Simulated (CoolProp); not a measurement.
Cyclopentane along the isotherm 550 K: fugacity coefficient from the reference equation and from simpler models built on Tc = 511.7 K, pc = 4583 kPa, ω = 0.202; each cubic takes its own stable root.

Values from CoolProp's reference Helmholtz-energy equation of state, Gedanitz 2015.

```tsv
p (kPa)	phase	reference
529	gas	0.9681
1060	gas	0.9365
1590	gas	0.9055
2120	gas	0.8749
2640	gas	0.8453
3170	gas	0.8155
3700	gas	0.7860
4230	gas	0.7567
4760	supercritical	0.7275
5290	supercritical	0.6985
5820	supercritical	0.6694
6350	supercritical	0.6406
6870	supercritical	0.6128
```

### Question
How far does each simpler model (Redlich-Kwong, Soave-Redlich-Kwong) lie from the reference over these 13 states: mean and median of the absolute difference, and the worst?

### Answer
- Redlich-Kwong: mean 0.1 %, median 0.1 %, worst -0.3 % at 550 K and 6870 kPa
- Soave-Redlich-Kwong: mean 1.0 %, median 0.9 %, worst +2.2 % at 550 K and 6870 kPa
